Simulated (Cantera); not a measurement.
A perfectly stirred reactor is fed with 14.1 % CO, 0.749 % H2, 13.1 % O2, 72.1 % N2, at 1300000 Pa; it is adiabatic with a 675 K inlet, and is followed from long to short residence time, starting on the burning branch (τ in s: 0.085, 0.034, 0.014, 0.0057, 0.0023, 0.00093, 0.00038, 0.00015, 6.2e-05, 2.5e-05).

Model: GRI-Mech 3.0 (53 species, 325 reactions), integrated in Cantera. The hydrogen kinetics of GRI-Mech 3.0 are dated; newer H2 mechanisms differ, most at raised pressure. The pressure lies above the range GRI-Mech 3.0 was tuned for (to about 10 atm).

x: mole fraction; the columns are a selection and need not sum to one.

| τ (s) | T (K) | x CO | x H2 | x O2 | x O | x H | x H2O2 | x NO2 |
|---|---|---|---|---|---|---|---|---|
| 0.085 | 1881 | 0.000478 | 3.99e-6 | 0.0607 | … | 1.09e-6 | 2.11e-8 | 1.67e-6 |
| 0.034 | 1878 | 0.000861 | 6.77e-6 | 0.0609 | … | 2.29e-6 | 3.16e-8 | 1.86e-6 |
| 0.014 | 1873 | 0.00154 | 1.15e-5 | 0.0612 | … | 4.90e-6 | 4.76e-8 | 2.14e-6 |
| 0.0057 | 1863 | 0.00279 | 1.97e-5 | 0.0617 | … | 1.08e-5 | 7.26e-8 | 2.32e-6 |
| 0.0023 | 1845 | 0.00510 | 3.38e-5 | 0.0627 | … | 2.36e-5 | 1.11e-7 | 2.17e-6 |
| 0.00093 | 1812 | 0.00939 | 5.73e-5 | 0.0646 | … | 4.97e-5 | 1.74e-7 | 1.65e-6 |
| 0.00038 | 1748 | 0.0178 | 9.64e-5 | 0.0683 | … | 9.35e-5 | 2.89e-7 | 9.95e-7 |
| 0.00015 | 675 | 0.141 | 0.00749 | 0.131 | <1e-12 | <1e-12 | <1e-12 | <1e-12 |
| 6.2e-5 | 675 | 0.141 | 0.00749 | 0.131 | <1e-12 | <1e-12 | <1e-12 | <1e-12 |
| 2.5e-5 | 675 | 0.141 | 0.00749 | 0.131 | <1e-12 | <1e-12 | <1e-12 | <1e-12 |

Problem. Some entries are withheld; supply them.

Solution. 
- 0.085, x O: 5.22e-5
- 0.034, x O: 8.55e-5
- 0.014, x O: 0.000142
- 0.0057, x O: 0.000242
- 0.0023, x O: 0.000413
- 0.00093, x O: 0.000688
- 0.00038, x O: 0.00106
